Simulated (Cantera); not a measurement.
Cantera run, input and output.

```python
import numpy as np
import cantera as ct

gas = ct.Solution("h2o2.yaml")
gas.TPX = 1198, 2800, {'H2': 0.19, 'O2': 1}
reactor = ct.IdealGasConstPressureReactor(gas, energy="off", clone=False)
net = ct.ReactorNet([reactor])
net.rtol, net.atol = 1e-08, 1e-18
show = ['H2', 'O2', 'OH', 'H', 'HO2', 'H2O', 'H2O2']
times = np.geomspace(0.0006, 200, 10)

steps = ct.SolutionArray(gas, extra=["t"])
rows = []
print(f"{'t/s':>10s}{'T/K':>9s}{'P/Pa':>11s}" + "".join(f"{s:>11s}" for s in show))
for t in times:
    while net.time < t:
        t_next = net.step()
        steps.append(gas.state, t=t_next)
    rows.append([np.interp(t, steps.t, y) for y in (steps.T, steps.P, *steps(*show).X.T)])
    print(f"{t:10.3e}{rows[-1][0]:9.1f}{rows[-1][1]:11.4g}" + "".join(f"{x:11.3e}" for x in rows[-1][2:]))
rate = np.gradient(steps.T, steps.t)
print("integrator steps:", len(steps.t))
if steps.T.max() > steps.T[0] + 200:
    print(f"time of steepest temperature rise: {steps.t[rate.argmax()]:.4e} s")
gas.TPX = 1198, 2800, {'H2': 0.19, 'O2': 1}
gas.equilibrate("TP")
print(f"equilibrium (TP): T = {gas.T:.1f} K  " + "  ".join(f"{s} {gas[s].X[0]:.3e}" for s in show))
```

It prints:

```
       t/s      T/K       P/Pa         H2         O2         OH          H        HO2        H2O       H2O2
 6.000e-04   1198.0       2800  9.582e-02  8.032e-01  9.241e-03  2.598e-02  1.118e-05  4.630e-02  7.143e-07
 2.465e-03   1198.0       2800  4.411e-03  7.788e-01  7.068e-03  2.293e-02  1.680e-05  1.470e-01  6.036e-07
 1.013e-02   1198.0       2800  7.134e-04  8.193e-01  2.815e-03  1.298e-03  1.132e-05  1.699e-01  5.750e-07
 4.160e-02   1198.0       2800  4.052e-05  8.259e-01  6.759e-04  1.778e-05  2.140e-06  1.731e-01  1.975e-07
 1.709e-01   1198.0       2800  3.411e-06  8.264e-01  2.016e-04  4.667e-07  2.732e-07  1.734e-01  4.891e-08
 7.021e-01   1198.0       2800  4.764e-07  8.264e-01  7.667e-05  2.567e-08  4.782e-08  1.735e-01  1.212e-08
 2.884e+00   1198.0       2800  8.920e-08  8.265e-01  3.347e-05  2.139e-09  1.646e-08  1.735e-01  3.054e-09
 1.185e+01   1198.0       2800  2.245e-08  8.265e-01  1.683e-05  2.740e-10  1.693e-08  1.735e-01  9.209e-10
 4.868e+01   1198.0       2800  1.405e-08  8.265e-01  1.328e-05  1.361e-10  1.972e-08  1.735e-01  6.232e-10
 2.000e+02   1198.0       2800  1.399e-08  8.265e-01  1.325e-05  1.353e-10  1.975e-08  1.735e-01  6.211e-10
integrator steps: 2258
equilibrium (TP): T = 1198.0 K  H2 1.399e-08  O2 8.265e-01  OH 1.325e-05  H 1.353e-10  HO2 1.975e-08  H2O 1.735e-01  H2O2 6.211e-10
```

Detailed kinetics in Cantera: the H2/O2 subset of GRI-Mech 3.0, which has no nitrogen chemistry. Radical loss at walls, strong at low pressure, is not modelled. The temperature is held fixed by assumption; the heat of reaction is taken as removed at once.
